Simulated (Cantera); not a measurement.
A closed system holds: 1 mol Si, 0.93 mol NF₃, 42 mol N₂, at 673 K and 5.20 Pa.

Equilibrium computed with Cantera from the NASA thermochemical tables; the gas is ideal and each condensed phase is pure. Candidate condensed phases: Si, Si₃N₄; 16 gas species. Rates play no part.

Base state: N₂ 0.984, SiF₄ 0.0162 (mole fractions); condensed: Si₃N₄(s).

Q: What changes in the equilibrium state with this change: NF₃ from 0.93 to 1.3 mol?

A: 
| species | before | after |
|---|---|---|
| N₂ | 0.984 | 0.978 |
| SiF₄ | 0.0162 | 0.0224 |
| Si₃N₄(s), mol | 0.101 | 0.00833 |
